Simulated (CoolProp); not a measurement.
Vapour-liquid equilibrium of R143a (1) + propane (2) at 247.3 K; x and y are mole fractions of (1).

Computed with CoolProp (multi-fluid Helmholtz-energy mixture model, Lemmon and Jacobsen 2000 and Lemmon 2009; pair parameters Bell 2016).

Task: Give the bubble pressure and the first vapour's composition at x = 0.2, 0.65, 0.8. Is there an azeotrope?

Result: x = 0.2: 289.3 kPa, y = 0.404; x = 0.65: 317.2 kPa, y = 0.608; x = 0.8: 306.0 kPa, y = 0.704. y crosses x between x = 0.575 and 0.65: the model has an azeotrope there.

Pair parameters are fitted to limited data, so mixtures are less certain than the pure fluids.
